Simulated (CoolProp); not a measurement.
Methane at 361.43 K and 7.82 MPa flows at 4.1 m/s in a round tube of 50 mm bore and 1.5 µm roughness, fully developed (64/Re and Nu = 3.66 if laminar; Colebrook and Gnielinski if turbulent). Each further row changes one setting.

Model: reference Helmholtz-energy equation of state, Setzmann 1991, in CoolProp.

```json
[
 {"case": "as stated", "Reynolds number": "[?]", "Darcy friction factor": "[?]", "pressure drop (Pa/m)": "97.0", "heat-transfer coefficient (W/(m² K))": "[?]", "mass flow (kg/h)": "[?]"},
 {"case": "velocity 8.2 m/s", "Reynolds number": "1250000", "Darcy friction factor": "[?]", "pressure drop (Pa/m)": "[?]", "heat-transfer coefficient (W/(m² K))": "1560", "mass flow (kg/h)": "2550"},
 {"case": "diameter 100 mm", "Reynolds number": "1250000", "Darcy friction factor": "[?]", "pressure drop (Pa/m)": "42.8", "heat-transfer coefficient (W/(m² K))": "[?]", "mass flow (kg/h)": "5090"}
]
```

**Question.** Some entries are withheld; supply them.

**Answer.** 
- as stated, Reynolds number: 623000
- as stated, Darcy friction factor: 0.0131
- as stated, heat-transfer coefficient (W/(m² K)): 858
- as stated, mass flow (kg/h): 1270
- velocity 8.2 m/s, Darcy friction factor: 0.0119
- velocity 8.2 m/s, pressure drop (Pa/m): 353
- diameter 100 mm, Darcy friction factor: 0.0116
- diameter 100 mm, heat-transfer coefficient (W/(m² K)): 756

Viscosity comes from a separate model (Quiñones-Cisneros 2006). Thermal conductivity comes from a separate model (Friend 1989).
